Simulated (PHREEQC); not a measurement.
0.28 g of hydrous ferric oxide (600 m²/g; 0.2 weak and 0.005 strong sites per Fe, Dzombak-Morel constants, diffuse double layer) in 1 kg of water with 0.05 mol/kgw of an inert sodium salt and 0.0002 mol/kgw ZnCl2, at 25 °C; the pH is set by adding NaOH or the inert anion's acid. Oxygen is held at 0.21 atm. The system is closed to CO2. Precipitation was switched off in this run.

The series has 13 steps of pH, from 4 to 10.

Equilibrium calculation in PHREEQC: ion-association model, wateq4f.dat.

Q: Near which pH is half of the Zn sorbed, and on which side is more sorbed?

A: Near pH 6.9, with more sorbed at higher pH.

Q: At which pH does the surface charge pass through zero?

A: Near pH 8.9.
